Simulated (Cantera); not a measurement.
**Ignition delay**

Mixture: CO : H2 : O2 : N2 : CO2 = 1 : 0.15 : 1.34 : 5.03 : 0.33 (molar parts), equivalence ratio 0.43, at 1.01 bar, adiabatic and at constant volume. Ignition delay is the time to a rise of 400 K.

Computed with Cantera and GRI-Mech 3.0 (53 species, 325 reactions). Where the delays flatten at high temperature, the 400 K rule measures the pace of heat release, not the induction time.

```json
[
 {"T0 (K)": "1100", "delay (ms)": "0.261"},
 {"T0 (K)": "1150", "delay (ms)": "0.195"},
 {"T0 (K)": "1200", "delay (ms)": "0.158"},
 {"T0 (K)": "1250", "delay (ms)": "0.135"},
 {"T0 (K)": "1300", "delay (ms)": "0.121"},
 {"T0 (K)": "1350", "delay (ms)": "0.111"},
 {"T0 (K)": "1400", "delay (ms)": "0.105"}
]
```
